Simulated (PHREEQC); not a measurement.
Consider water at 25 °C with 2.5 mmol/kgw H3PO4, 62 mmol/kgw KOH and 9.3 mmol/kgw NaCl. Closed to the air; pH follows from the charge balance.

Equilibrium calculation in PHREEQC: ion-association model, wateq4f.dat.

This is a speciation only: nothing precipitates in the calculation.

Question: Order these P species by the share of P that they hold, largest first: KHPO4-, HPO4-2, PO4-3, NaHPO4-.

Answer: PO4-3 (85 %), HPO4-2 (14 %), KHPO4- (0.68 %), NaHPO4- (0.10 %)

The pH is 12.63 and the ionic strength 0.0780 mol/kgw. H3PO4, which wateq4f.dat lacks, is added to it with the constant of phreeqc.dat.
